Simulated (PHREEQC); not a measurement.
Model water analysis in mg/L, 25 °C, pH 5.98, pe 11: Na 1.14; K 1.16; Ca 1.68; Mg 0.0738; Cl 2.88; S(6) as SO4 1.33; Alkalinity as HCO3 3.66; Cu(2) 0.0226; Zn 0.00207; Ba 0.00441; Br 0.249; Sr 0.00243; F 0.00786.

Valence states are taken as typed.

Model: ion-association model, wateq4f.dat, run in PHREEQC.

This is a speciation only: nothing precipitates in the calculation.

Question: Order these Cu species by the share of Cu that they hold, largest first: Cu+2, CuOH+, CuHCO3+, CuCO3, Cu(OH)2.

Answer: Cu+2 (93 %), CuHCO3+ (2.7 %), Cu(OH)2 (1.7 %), CuCO3 (1.3 %), CuOH+ (0.85 %)

The pH is 5.98 and the ionic strength 0.000231 mol/kgw.
